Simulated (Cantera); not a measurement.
## Thermodynamics of carbothermic reduction, feed SiO₂ + CO

A closed system holds: 1 mol SiO₂, 0.81 mol CO, equilibrated at 1675 K and 3.38 Torr.

Method: chemical equilibrium by Gibbs-energy minimisation in Cantera with the NASA 1993 tables (ideal gas, pure condensed phases). Candidate condensed phases: C, Si, SiC, SiO₂; 20 gas species. The tables hold silica as quartz up to 1696 K and as liquid above; real silica turns to tridymite and cristobalite and melts near 1996 K. Equilibrium is a limit: real reactors are often held back by kinetics, nucleation or transport.

| Property | Result |
|---|---|
| x(CO) | 0.994 |
| x(SiO) | 0.00323 |
| x(CO₂) | 0.00323 |
| n(SiO₂(β-quartz)) | 0.997 mol |
| gas amount | 0.8126 mol |
| log10 activity of C(graphite) (absent) | -3.64 |
| log10 activity of Si(s) (absent) | -5.57 |
